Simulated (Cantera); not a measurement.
A closed system holds: 1 mol SiF4, 1.3 mol NH3, 19 mol N2, at 1075 °C and 750 Torr.

These are equilibrium values from Cantera (NASA tables, ideal gas, pure condensed phases), not measurements of a reactor. Candidate condensed phases: Si, Si3N4; 37 gas species. The tables' values for SiF3 are old estimates; treat these amounts as uncertain. The numbers say what is thermodynamically allowed, not how fast it happens.

Base state: N2 0.869, H2 0.0854, SiF4 0.0434, HF 0.00139, SiHF3 0.000387, SiF3 0.000307 (mole fractions); condensed: Si3N4(s).

Problem. What changes in the equilibrium state with this change: SiF4 replaced by SiHCl3?

Solution. 
| species | before | after |
|---|---|---|
| N2 | 0.869 | 0.833 |
| HCl | 0 | 0.107 |
| H2 | 0.0854 | 0.0535 |
| SiF4 | 0.0434 | 0 |
| SiCl4 | 0 | 0.00565 |
| HF | 0.00139 | 0 |
| SiHF3 | 0.000387 | 0 |
| Si3N4(s), mol | 0.00130 | 0.286 |
The tables' values for SiCl3 are old estimates; treat these amounts as uncertain. Further candidate phases: NH4Cl.

Problem. What changes in the equilibrium state with this change: NH3 from 1.3 to 0.19 mol?

Solution. 
```tsv
species	before	after
N2	0.869	0.937
SiF4	0.0434	0.0485
H2	0.0854	0.0136
HF	0.00139	0.000579
SiHF3	0.000387	0.000166
SiF3	0.000307	0.000330
Si3N4(s), mol	0.00130	0.000134
```

Problem. What changes in the equilibrium state with this change: 0.021 mol H2O added?

Solution. 
```
species                before     after
-------------------  --------  --------
N2                      0.869     0.868
H2                     0.0854    0.0846
SiF4                   0.0434    0.0428
HF                    0.00139   0.00476
H2O                         0   4.33e-5
SiHF3                0.000387  0.000111
SiF3                 0.000307   8.83e-5
Si3N4(s), mol         0.00130         0
SiO2(β-quartz), mol         0   0.00474
Si2N2O(s), mol              0    0.0105
```
Mutual solubility and eutectic melting of coexisting phases are not modelled. The tables hold silica as quartz up to 1696 K and as liquid above; real silica turns to tridymite and cristobalite and melts near 1996 K. Further candidate phases: H2O, SiO2, Si2N2O.
